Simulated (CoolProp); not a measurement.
Vapour pressure (MPa) of hydrogen chloride: the reference equation beside estimates from Tc = 51.5 °C, pc = 8.314 MPa, ω = 0.130. Clausius-Clapeyron is anchored at -21.25 °C with a constant enthalpy of vaporisation of 12.97 kJ/mol.

Values from CoolProp's reference Helmholtz-energy equation of state, Thol 2018.

```csv
T (°C),reference,Lee-Kesler,Clausius-Clapeyron
-24.95,1.268,1.280,1.297
-21.25,1.422,1.437,1.422
-17.55,1.590,1.607,1.555
-13.85,1.771,1.792,1.697
-10.15,1.968,1.991,1.847
-6.45,2.180,2.206,2.005
-2.75,2.408,2.437,2.172
0.95,2.654,2.685,2.348
4.65,2.918,2.950,2.533
8.35,3.201,3.235,2.727
```

Absolute difference from the reference over all 10 rows, mean and median: Lee-Kesler 1.1 and 1.1 %, Clausius-Clapeyron 7.2 and 7.1 %.
